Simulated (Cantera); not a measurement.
Feed: 1 mol Pb, 0.018 mol H2O, 3.6 mol H2, equilibrated at 36.0 Pa.

Cantera equilibrium calculation (NASA polynomials, part measured and part estimated; ideal gas, pure solids and liquids). Candidate condensed phases: H2O, Pb, PbO, PbO2, Pb3O4; 12 gas species. Kinetics and transport are ignored.

Task: What share of the Pb ends up in condensed phases as a function of T (K), at 700, 750, 800, 850, 900, 950, 1000, 1050, 1100, 1150, 1200, 1250, 1300?

Result: 
| T (K) | Pb condensed (%) | as |
|---|---|---|
| 700 | 100.0 | Pb(l) |
| 750 | 100.0 | Pb(l) |
| 800 | 99.9 | Pb(l) |
| 850 | 99.7 | Pb(l) |
| 900 | 98.6 | Pb(l) |
| 950 | 94.9 | Pb(l) |
| 1000 | 83.0 | Pb(l) |
| 1050 | 46.3 | Pb(l) |
| 1100 | 0.0 | - |
| 1150 | 0.0 | - |
| 1200 | 0.0 | - |
| 1250 | 0.0 | - |
| 1300 | 0.0 | - |
